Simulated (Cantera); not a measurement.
A perfectly stirred reactor is fed with 37.1 % H2, 13.2 % O2, 49.7 % N2, equivalence ratio 1.4, at 1.00 bar; it is adiabatic with a 400 K inlet, and is followed from long to short residence time, starting on the burning branch (τ in s: 0.08, 0.034, 0.014, 0.0061, 0.0026, 0.0011, 0.00047, 0.0002, 8.4e-05, 3.6e-05, 1.5e-05, 6.4e-06).

Model: the H2/O2 subset of GRI-Mech 3.0, which has no nitrogen chemistry, integrated in Cantera.

x: mole fraction; the columns are a selection and need not sum to one.

```csv
τ (s),T (K),x H2,x O2,x HO2,x H2O,x O,x H2O2,x OH
0.080,2345,0.120,9.98e-5,6.16e-8,0.301,7.93e-5,…,0.00245
0.034,2333,0.120,0.000157,9.99e-8,0.300,0.000119,…,0.00297
0.014,2311,0.119,0.000280,1.88e-7,0.298,0.000210,…,0.00386
0.0061,2277,0.118,0.000511,3.51e-7,0.296,0.000388,…,0.00509
0.0026,2224,0.117,0.000958,6.53e-7,0.291,0.000744,…,0.00670
0.0011,2148,0.116,0.00177,1.18e-6,0.285,0.00139,…,0.00846
0.00047,2045,0.114,0.00309,2.06e-6,0.278,0.00240,…,0.00992
0.00020,1914,0.111,0.00510,3.58e-6,0.269,0.00376,…,0.0106
8.4e-5,1756,0.109,0.00821,6.40e-6,0.258,0.00525,…,0.00995
3.6e-5,1583,0.111,0.0137,1.25e-5,0.243,0.00637,…,0.00811
1.5e-5,1366,0.145,0.0316,3.47e-5,0.206,0.00613,…,0.00501
6.4e-6,400,0.371,0.132,<1e-12,<1e-12,<1e-12,<1e-12,<1e-12
```

### Question
Some entries are withheld; supply them.

### Answer

- 0.080, x H2O2: 1.71e-8
- 0.034, x H2O2: 2.41e-8
- 0.014, x H2O2: 3.76e-8
- 0.0061, x H2O2: 5.85e-8
- 0.0026, x H2O2: 9.20e-8
- 0.0011, x H2O2: 1.48e-7
- 0.00047, x H2O2: 2.50e-7
- 0.00020, x H2O2: 4.60e-7
- 8.4e-5, x H2O2: 9.24e-7
- 3.6e-5, x H2O2: 1.78e-6
- 1.5e-5, x H2O2: 2.84e-6
